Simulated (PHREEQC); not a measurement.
Solution (25 °C): 0.012 mol Cu(BF4)2, 7.3e-05 mol HBF4 and 0.0028 mol Na2SO4 per kg of water. Closed to the air; pH follows from the charge balance.

Model: ion-association model, wateq4f.dat, run in PHREEQC.

| quantity | before | after |
|---|---|---|
| pH | 2.85 | 3.00 |
| ionic strength (mol/kgw) | 0.0416 | 0.00946 |
| BF4- (mol/kgw) | 0.0207 | 0.00313 |
| Cu+2 (mol/kgw) | 0.0108 | 0.00225 |
| HF (mol/kgw) | 0.00463 | 0.00287 |
| F- (mol/kgw) | 0.00269 | 0.00212 |
| SI of CuF2:2H2O (CuF2:2H2O) | -3.02 | -3.70 |
| SI of Tenorite (CuO) | -4.18 | -4.44 |

Q: What was changed between the two runs?
A) Cu(BF4)2 from 0.012 to 0.0012 mol/kgw
B) Na2SO4 from 0.0028 to 0.0014 mol/kgw
C) diluted 5-fold with water
D) Na2SO4 left out
E) HBF4 from 7.3e-05 to 0.000146 mol/kgw

A: C, diluted 5-fold with water

No solid was allowed to form. Real BF4- forms and hydrolyses slowly; the run takes it at equilibrium.
